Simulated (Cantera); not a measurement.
Equilibrium for hydrogen reduction and annealing atmospheres: SiO₂ + H₂ + H₂O

Charge: 1 mol SiO₂, 600 mol H₂, 2 mol H₂O, at 1350 K and 54.0 mbar.

Equilibrium computed with Cantera from the NASA thermochemical tables; the gas is ideal and each condensed phase is pure. Candidate condensed phases: H₂O, Si, SiO₂; 18 gas species. The tables hold silica as quartz up to 1696 K and as liquid above; real silica turns to tridymite and cristobalite and melts near 1996 K. Equilibrium is a limit: real reactors are often held back by kinetics, nucleation or transport.

The x(H₂) is 0.997, the x(H₂O) is 0.00332 and the x(H) is 1.02e-5. The n(SiO₂(β-quartz)) is 1.000 mol, the gas amount is 602.0 mol and the log10 activity of Si(s) (absent) is -7.56.
